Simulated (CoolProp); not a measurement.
Fluoroethane (R161) at several states: fugacity coefficient from the reference equation and from simpler models built on Tc = 102.1 °C, pc = 50.10 bar, ω = 0.216; each cubic takes its own stable root.

Computed with CoolProp (reference Helmholtz-energy equation of state, Wu 2012).

```tsv
T (°C)	p (bar)	phase	reference
-101.25	3.81	liquid	0.003915
-89.05	50	liquid	0.001030
175.85	0.356	gas	0.9986
-69.45	50	liquid	0.004179
-37.75	1.11	liquid	0.8754
```

**Question.** How far does each simpler model (van der Waals, Redlich-Kwong, Soave-Redlich-Kwong, Peng-Robinson) lie from the reference over these 5 states: mean and median of the absolute difference, and the worst?

**Answer.** 
- van der Waals: mean 1841.6 %, median 1309.4 %, worst +4901.3 % at -101.25 °C and 3.81 bar
- Redlich-Kwong: mean 63.2 %, median 89.1 %, worst +109.7 % at -101.25 °C and 3.81 bar
- Soave-Redlich-Kwong: mean 1.3 %, median 0.5 %, worst -4.3 % at -101.25 °C and 3.81 bar
- Peng-Robinson: mean 2.7 %, median 2.2 %, worst +6.4 % at -101.25 °C and 3.81 bar

At some of these states van der Waals, Redlich-Kwong gives the other phase, because its saturation line lies elsewhere.
